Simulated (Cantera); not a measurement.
# Thermodynamics of silicon carbide growth, feed (CH₃)₂SiCl₂ + HCl + H₂

A closed system holds: 1 mol (CH₃)₂SiCl₂, 0.42 mol HCl, 33 mol H₂, at 143 Torr.

These are equilibrium values from Cantera (NASA tables, ideal gas, pure condensed phases), not measurements of a reactor. Candidate condensed phases: C, C₆H₆, C₇H₈, C₈H₁₈, Si, SiC; 109 gas species. The feed counts by its element totals alone. The tables' values for SiCl, SiCl₃ are old estimates; treat these amounts as uncertain. Gases not in the tables: Si₂H₆ and higher silanes. Rates play no part.

From 1123 K to 2223 K the condensed part is C(graphite) + SiC(s). The main Si-bearing gas is SiCl₄ at 1123 K and SiCl₂ at 2223 K.

```
T (K)   x H₂   x HCl       x H     x CH₄  n C(graphite)  n SiC(s)
-----  -----  ------  --------  --------  -------------  --------
1123   0.932  0.0630   9.43e-8   0.00484          0.840     0.980
1223   0.933  0.0644   6.66e-7   0.00220          0.923     0.995
1323   0.934  0.0645   3.52e-6   0.00113          0.961     0.997
1423   0.935  0.0645   1.47e-5  0.000632          0.979     0.997
1523   0.935  0.0644   5.13e-5  0.000382          0.990     0.995
1623   0.935  0.0643  0.000153  0.000246          0.995     0.993
1723   0.935  0.0641  0.000405  0.000167          0.997     0.990
1823   0.934  0.0639  0.000961  0.000118          0.994     0.987
1923   0.933  0.0636   0.00209   8.69e-5          0.983     0.982
2023   0.931  0.0631   0.00420   6.58e-5          0.959     0.976
2123   0.927  0.0625   0.00792   5.10e-5          0.915     0.966
2223   0.919  0.0616    0.0141   4.02e-5          0.846     0.947
```
x: gas mole fraction; n: condensed amount in mol.
